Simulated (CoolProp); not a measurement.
Aqueous magnesium chloride as a coolant, 5 % by mass, freezing at -3.0 °C, 1 atm.

Computed with CoolProp (Melinder's fits for secondary coolants).

```tsv
T (°C)	conductivity (W/(m K))	cp (kJ/(kg K))	viscosity (mPa s)	density (kg/m³)
1.4	[?]	3.876	[?]	1044
8.5	0.568	3.882	[?]	[?]
15.5	[?]	3.889	1.36	1041
22.6	0.592	3.897	[?]	[?]
29.7	0.603	3.904	0.966	1037
36.7	0.614	3.911	0.829	1035
```

### Question
Fill in the missing entries.

### Answer

- 1.4, conductivity (W/(m K)): 0.555
- 1.4, viscosity (mPa s): 2.09
- 8.5, viscosity (mPa s): 1.66
- 8.5, density (kg/m³): 1043
- 15.5, conductivity (W/(m K)): 0.580
- 22.6, viscosity (mPa s): 1.14
- 22.6, density (kg/m³): 1039
